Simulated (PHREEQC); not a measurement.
Consider water at 20 °C with 17 mmol/kgw H2SO4, 31 mmol/kgw AlCl3 and 11 mmol/kgw KCl. Closed to the air; pH follows from the charge balance.

Equilibrium calculation in PHREEQC: ion-association model, phreeqc.dat.

The pH comes out as 1.60. The ionic strength is 0.177 mol/kgw and the density is 1.003 g/cm³. The total alkalinity comes out as -34.0 meq/kg.

| species | molality | activity | log γ |
|---|---|---|---|
| Cl- | 0.104 | 0.0756 | -0.139 |
| H+ | 0.0312 | 0.0251 | -0.095 |
| Al+3 | 0.0201 | 0.00281 | -0.854 |
| K+ | 0.0109 | 0.00791 | -0.141 |
| AlSO4+ | 0.0105 | 0.00779 | -0.131 |
| SO4-2 | 0.00303 | 0.000935 | -0.511 |
| HSO4- | 0.00272 | 0.00205 | -0.123 |
| Al(SO4)2- | 0.000304 | 0.000225 | -0.131 |
| KSO4- | 6.29e-5 | 4.75e-5 | -0.122 |
| AlHSO4+2 | 5.16e-5 | 1.66e-5 | -0.491 |
| AlOH+2 | 2.45e-6 | 7.99e-7 | -0.488 |

Precipitation was switched off in this run.
